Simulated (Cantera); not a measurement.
# Gas activation for diamond growth

An isothermal, constant-pressure homogeneous reactor starts with CH₄ : H₂ : H = 0.048 : 1 : 0.069 (molar parts), at 2925 K and 0.300 bar.

Detailed kinetics in Cantera: GRI-Mech 3.0 (53 species, 325 reactions). GRI-Mech 3.0 stops at C3 and has no aromatics, soot or wall deposition, so with more carbon than oxygen in the feed, carbon stays in small species such as C2H2 where larger ones or solid carbon would form.

```
t (s)        x CH₄   x H₂     x H   x C₂H₂     x CH₂     x C₂H     x CH₃
--------  --------  -----  ------  -------  --------  --------  --------
2.00e-6     0.0201  0.912  0.0473  0.00153  0.000822   1.21e-5    0.0168
6.02e-6     0.0139  0.912  0.0528  0.00647  0.000774   5.75e-5    0.0130
1.81e-5    0.00550  0.911  0.0620   0.0143  0.000530  0.000149   0.00609
5.45e-5    0.00106  0.902  0.0757   0.0188  0.000201  0.000242   0.00146
0.000164  0.000163  0.884  0.0957   0.0196   5.58e-5  0.000326  0.000288
0.000494   3.34e-5  0.849   0.131   0.0193   2.33e-5  0.000456   8.33e-5
0.00149    1.39e-5  0.801   0.180   0.0186   2.05e-5  0.000642   5.04e-5
0.00447    1.04e-5  0.779   0.202   0.0183   2.02e-5  0.000727   4.33e-5
0.0135     1.03e-5  0.778   0.202   0.0183   2.02e-5  0.000729   4.32e-5
0.0405     1.03e-5  0.778   0.202   0.0183   2.02e-5  0.000729   4.32e-5
0.122      1.03e-5  0.778   0.202   0.0183   2.02e-5  0.000729   4.32e-5
0.367      1.03e-5  0.778   0.202   0.0183   2.02e-5  0.000729   4.32e-5
1.10       1.03e-5  0.778   0.202   0.0183   2.02e-5  0.000729   4.32e-5
3.32       1.03e-5  0.778   0.202   0.0183   2.02e-5  0.000729   4.32e-5
10.0       1.03e-5  0.778   0.202   0.0183   2.02e-5  0.000729   4.32e-5
```
x: mole fraction; the columns are a selection and need not sum to one.

Equilibrium at this temperature and pressure: CH₄ 1.05e-5, H₂ 0.779, H 0.202, C₂H₂ 0.0183, CH₂ 2.06e-5, C₂H 0.000729, CH₃ 4.40e-5 (gas phase only).
